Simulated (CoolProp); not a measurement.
Saturated liquid density (kg/m³) of dimethyl carbonate: the reference equation beside estimates from Tc = 557.0 K, pc = 4.909 MPa, ω = 0.346. Rackett uses Z = 0.29056 − 0.08775 ω.

Model: reference Helmholtz-energy equation of state, Zhou 2011, in CoolProp.

```tsv
T (K)	reference	Rackett	van der Waals	Redlich-Kwong	Soave-Redlich-Kwong	Peng-Robinson
416.1	894.3	910.7	521.5	748.3	794.7	900.8
423.9	881.7	897.5	514.1	735.0	781.7	886.3
431.6	868.9	884.0	506.5	721.4	768.3	871.4
439.4	855.7	870.0	498.6	707.1	754.0	855.5
447.2	842.1	855.5	490.4	692.3	739.1	838.8
454.9	828.2	840.8	481.9	677.0	723.6	821.3
462.7	813.7	825.3	473.0	661.0	707.1	802.7
470.5	798.6	809.1	463.7	644.3	689.7	782.9
478.3	782.9	792.3	454.0	626.7	671.3	761.9
486	766.7	774.8	443.9	608.5	651.9	739.7
493.8	749.2	756.1	433.0	589.1	631.0	715.7
501.6	730.6	736.2	421.5	568.5	608.6	689.7
```

Absolute difference from the reference over all 12 rows, mean and median: Rackett 1.4 and 1.5 %, van der Waals 41.9 and 41.8 %, Redlich-Kwong 18.8 and 18.5 %, Soave-Redlich-Kwong 13.3 and 12.9 %, Peng-Robinson 1.9 and 1.1 %.
